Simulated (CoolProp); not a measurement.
Vapour-liquid equilibrium of R227EA (1) + n-butane (2) at 0.571 MPa; x and y are mole fractions of (1).

The numbers come from the multi-fluid Helmholtz-energy mixture model, Lemmon 2016 and Bücker 2006; pair parameters Bell 2016 in CoolProp.

### Question
Give the bubble temperature and the first vapour's composition at x = 0.2, 0.5, 0.95. Is there an azeotrope?

### Answer
x = 0.2: 307.9 K, y = 0.479; x = 0.5: 302.7 K, y = 0.618; x = 0.95: 304.4 K, y = 0.921. y crosses x between x = 0.65 and 0.8: the model has an azeotrope there.

Pair parameters are fitted to limited data, so mixtures are less certain than the pure fluids. With so large a gap from Raoult's law the liquid may split in two, which this calculation doesn't test in full.
